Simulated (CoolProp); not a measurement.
Benzene along the isobar 63.5 bar: fugacity coefficient from the reference equation and from simpler models built on Tc = 562.0 K, pc = 49.06 bar, ω = 0.211; each cubic takes its own stable root.

The numbers come from the reference Helmholtz-energy equation of state, Thol 2012 in CoolProp.

```
T (K)          phase  reference  van der Waals  Redlich-Kwong  Soave-Redlich-Kwong
-----  -------------  ---------  -------------  -------------  -------------------
485.6         liquid     0.2537         0.3842         0.2941               0.2631
499           liquid     0.2979         0.4186         0.3369               0.3089
512.5         liquid     0.3456         0.4537         0.3817               0.3580
525.9         liquid     0.3956         0.4887         0.4273               0.4090
539.4         liquid     0.4480         0.5238         0.4737               0.4619
552.8         liquid     0.5011         0.5581         0.5194               0.5145
566.2  supercritical     0.5540         0.5916         0.5635               0.5656
579.7  supercritical     0.6043         0.6237         0.6047               0.6127
593.1  supercritical     0.6445         0.6530         0.6394               0.6503
606.6  supercritical     0.6756         0.6783         0.6672               0.6804
620    supercritical     0.7017         0.6992         0.6906               0.7060
```
